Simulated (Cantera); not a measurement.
What does this Cantera script print?

```python
import numpy as np
import cantera as ct

gas_names = """
    TiO
""".split()
cond_names = """
    Ti2O3(a) Ti2O3(b) Ti2O3(L) Ti4O7(s) Ti4O7(L) TiCL4(L) TiCL3(s) Ti3O5(a) Ti3O5(b) Ti3O5(L)
""".split()


# ... load() reads the species with a 1 bar reference pressure and builds the phases ...
species = {s.name: s for s in load("nasa_gas.yaml", gas_names) + load("nasa_condensed.yaml", cond_names)}
# Each term lists the table entries of one substance; the one whose range holds T is used.
reactions = {
    '3 Ti2O3 = Ti4O7 + 2 TiO(g)':
        [(-3, ['Ti2O3(a)', 'Ti2O3(b)', 'Ti2O3(L)']), (1, ['Ti4O7(s)', 'Ti4O7(L)']), (2, ['TiO'])],
    '5 Ti2O3 + 3 TiCl4 = 4 TiCl3 + 3 Ti3O5':
        [(-5, ['Ti2O3(a)', 'Ti2O3(b)', 'Ti2O3(L)']), (-3, ['TiCL4(L)']), (4, ['TiCL3(s)']), (3, ['Ti3O5(a)', 'Ti3O5(b)', 'Ti3O5(L)'])],
}


def pick(names, T):
    return next(species[n] for n in names if species[n].thermo.min_temp <= T <= species[n].thermo.max_temp)


results = []
for label, terms in reactions.items():
    print(label)
    print("     T/K   dH/kJ  dS/(J/K)   dG/kJ   log10 K")
    for T in [300, 450, 460, 470, 480, 490, 500, 510, 520, 530, 540]:
        used = [(nu, pick(names, T)) for nu, names in terms]
        dH = sum(nu * s.thermo.h(T) for nu, s in used) / 1e6
        dS = sum(nu * s.thermo.s(T) for nu, s in used) / 1e3
        dG = dH - T * dS / 1e3
        logK = -dG * 1e6 / (ct.gas_constant * T * np.log(10))
        results.append((label, T, dH, dS, dG, logK, [s.name for _, s in used]))
        print(f"{T:8g} {dH:8.1f} {dS:8.1f} {dG:8.1f} {logK:8.2f}")
```

It prints:

```
3 Ti2O3 = Ti4O7 + 2 TiO(g)
     T/K   dH/kJ  dS/(J/K)   dG/kJ   log10 K
     300   1266.6    433.0   1136.7  -197.92
     450   1261.0    418.6   1072.6  -124.50
     460   1260.1    416.7   1068.4  -121.32
     470   1259.2    414.7   1064.3  -118.28
     480   1255.2    406.1   1060.2  -115.37
     490   1254.6    404.9   1056.2  -112.59
     500   1254.0    403.7   1052.1  -109.91
     510   1253.3    402.5   1048.1  -107.34
     520   1252.7    401.3   1044.1  -104.88
     530   1252.1    400.1   1040.1  -102.50
     540   1251.5    398.9   1036.1  -100.22
5 Ti2O3 + 3 TiCl4 = 4 TiCl3 + 3 Ti3O5
     T/K   dH/kJ  dS/(J/K)   dG/kJ   log10 K
     300   -248.1   -198.2   -188.6    32.84
     450   -259.7   -228.7   -156.8    18.20
     460   -221.7   -144.1   -155.4    17.65
     470   -223.6   -148.2   -153.9    17.11
     480   -230.6   -163.1   -152.3    16.58
     490   -232.0   -165.9   -150.7    16.06
     500   -233.3   -168.6   -149.0    15.57
     510   -234.7   -171.4   -147.3    15.09
     520   -236.1   -174.1   -145.6    14.62
     530   -237.5   -176.8   -143.8    14.17
     540   -238.9   -179.5   -142.0    13.74
```

Standard-state values (1 bar) from the NASA 1993 polynomials, evaluated with Cantera. Condensed species are held in their standard states even where they would react or evaporate.
